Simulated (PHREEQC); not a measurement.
Solution (20 °C): 0.016 mol Na2HAsO4 per kg of water. Closed to the air; pH follows from the charge balance.

The numbers come from PHREEQC with the ion-association model, wateq4f.dat.

### Question
The ionic strength comes out as 0.0481 mol/kgw. What activity coefficients do H2AsO4-, OH-, Na+, HAsO4-2, AsO4-3 get?

### Answer
H2AsO4- 0.82, OH- 0.81, Na+ 0.83, HAsO4-2 0.46, AsO4-3 0.18.

Precipitation was switched off in this run. Complexes and solids missing from the database can't appear.
